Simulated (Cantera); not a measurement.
## Equilibrium for fluorocarbon and chlorocarbon gases: CH₃F + HCl

Feed: 1 mol CH₃F, 0.024 mol HCl, at 2700 K.

Method: chemical equilibrium by Gibbs-energy minimisation in Cantera with the NASA 1993 tables (ideal gas, pure condensed phases). Candidate condensed phases: C, C₆H₆, C₇H₈, C₈H₁₈; 118 gas species. Equilibrium is a limit: real reactors are often held back by kinetics, nucleation or transport.

```json
[
 {"P (Pa)": "1", "x H": "0.625", "x HF": "0.0845", "x H₂": "0.00121", "x F": "0.148", "x C₃": "0.0436", "x C": "0.0778", "x C₂": "0.0114", "x HCl": "1.57e-5", "x C₂H₂ (acetylene)": "3.85e-6", "n C(graphite)": "0"},
 {"P (Pa)": "10", "x H": "0.592", "x HF": "0.235", "x H₂": "0.0108", "x F": "0.0435", "x C₃": "0.0789", "x C": "0.0204", "x C₂": "0.00784", "x HCl": "0.000173", "x C₂H₂ (acetylene)": "0.000238", "n C(graphite)": "0"},
 {"P (Pa)": "100", "x H": "0.535", "x HF": "0.345", "x H₂": "0.0888", "x F": "0.00704", "x C₃": "0.00880", "x C": "0.00212", "x C₂": "0.000843", "x HCl": "0.00163", "x C₂H₂ (acetylene)": "0.00209", "n C(graphite)": "0.892"},
 {"P (Pa)": "1000", "x H": "0.294", "x HF": "0.417", "x H₂": "0.268", "x F": "0.00155", "x C₃": "0.000880", "x C": "0.000212", "x C₂": "8.43e-5", "x HCl": "0.00570", "x C₂H₂ (acetylene)": "0.00632", "n C(graphite)": "0.958"},
 {"P (Pa)": "10000", "x H": "0.114", "x HF": "0.465", "x H₂": "0.400", "x F": "0.000447", "x C₃": "8.80e-5", "x C": "2.12e-5", "x C₂": "8.43e-6", "x HCl": "0.00932", "x C₂H₂ (acetylene)": "0.00943", "n C(graphite)": "0.957"},
 {"P (Pa)": "100000", "x H": "0.0383", "x HF": "0.484", "x H₂": "0.455", "x F": "0.000138", "x C₃": "8.80e-6", "x C": "2.12e-6", "x C₂": "8.43e-7", "x HCl": "0.0110", "x C₂H₂ (acetylene)": "0.0107", "n C(graphite)": "0.954"}
]
```
x: gas mole fraction; n: condensed amount in mol.

From 1.00 Pa to 10.0 Pa nothing is condensed. From 1.00 mbar to 1.00 bar the condensed part is C(graphite). The main C-bearing gas is C₃ at 1.00 Pa and C₂H₂ (acetylene) at 1.00 bar.
